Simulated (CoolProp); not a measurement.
Properties of octamethylcyclotetrasiloxane (D4) along the isotherm 620 K.

Computed with CoolProp (reference Helmholtz-energy equation of state, Thol 2015).

| p (MPa) | phase | density (kg/m³) | cv (kJ/(kg K)) | Joule-Thomson coefficient (K/MPa) | isothermal compressibility (1/MPa) | expansivity (1/kK) | fugacity coefficient |
|---|---|---|---|---|---|---|---|
| 0.126 | gas | 7.451 | 2.013 | 7.315 | 8.160 | 1.793 | 0.9736 |
| 0.253 | gas | 15.41 | 2.016 | 7.655 | 4.191 | 2.004 | 0.9473 |
| 0.379 | gas | 23.81 | 2.019 | 8.031 | 2.894 | 2.250 | 0.9214 |
| 0.505 | gas | 32.80 | 2.023 | 8.455 | 2.254 | 2.542 | 0.8958 |
| 0.632 | gas | 42.56 | 2.027 | 8.938 | 1.878 | 2.896 | 0.8702 |
| 0.758 | gas | 53.06 | 2.031 | 9.485 | 1.640 | 3.325 | 0.8451 |
| 0.884 | gas | 64.55 | 2.035 | 10.11 | 1.482 | 3.857 | 0.8202 |
| 1.01 | gas | 77.25 | 2.040 | 10.84 | 1.376 | 4.530 | 0.7955 |
| 1.14 | gas | 91.93 | 2.045 | 11.72 | 1.307 | 5.432 | 0.7702 |
| 1.26 | gas | 107.3 | 2.051 | 12.67 | 1.275 | 6.536 | 0.7471 |
| 1.39 | supercritical | 126.6 | 2.058 | 13.89 | 1.271 | 8.177 | 0.7222 |
| 1.52 | supercritical | 149.6 | 2.065 | 15.29 | 1.301 | 10.53 | 0.6974 |
| 1.64 | supercritical | 175.4 | 2.073 | 16.64 | 1.357 | 13.66 | 0.6745 |
| 1.77 | supercritical | 210.1 | 2.082 | 17.69 | 1.420 | 18.23 | 0.6499 |
| 1.89 | supercritical | 249.1 | 2.088 | 17.28 | 1.389 | 22.28 | 0.6273 |
| 2.02 | supercritical | 294.6 | 2.092 | 14.85 | 1.164 | 23.29 | 0.6033 |
